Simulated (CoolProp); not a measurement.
Isobutane along the isotherm 464.8 K: density (kg/m³) from the reference equation and from simpler models built on Tc = 407.8 K, pc = 3.629 MPa, ω = 0.184; each cubic takes its own stable root.

Values from CoolProp's reference Helmholtz-energy equation of state, Bücker 2006.

```
p (MPa)          phase  reference  van der Waals  Redlich-Kwong  Soave-Redlich-Kwong  Peng-Robinson
-------  -------------  ---------  -------------  -------------  -------------------  -------------
0.0574             gas     0.8663         0.8662         0.8665               0.8663         0.8668
0.0842             gas      1.273          1.273          1.273                1.273          1.274
0.124              gas      1.879          1.879          1.880                1.879          1.881
0.181              gas      2.753          2.752          2.754                2.753          2.757
0.266              gas      4.067          4.065          4.070                4.067          4.077
0.391              gas      6.025          6.023          6.033                6.025          6.047
0.574              gas      8.950          8.945          8.968                8.949          8.997
0.842              gas      13.36          13.36          13.40                13.36          13.47
1.24               gas      20.23          20.23          20.33                20.22          20.46
1.81               gas      30.82          30.85          31.03                30.77          31.32
2.66               gas      48.61          48.91          49.17                48.41          49.72
3.91     supercritical      80.98          83.41          82.65                80.01          83.26
5.74     supercritical        ___          170.3            ___                143.7          152.0
8.42     supercritical      271.8          246.3          258.8                240.5          258.8
12.4     supercritical      348.9          286.3          327.8                  ___          343.2
18.1     supercritical      396.8          316.2          379.2                369.4          406.2
```

Question: What belongs in the gaps?

Answer: 
- 5.74, reference: 150.8
- 5.74, Redlich-Kwong: 155.8
- 12.4, Soave-Redlich-Kwong: 314.4
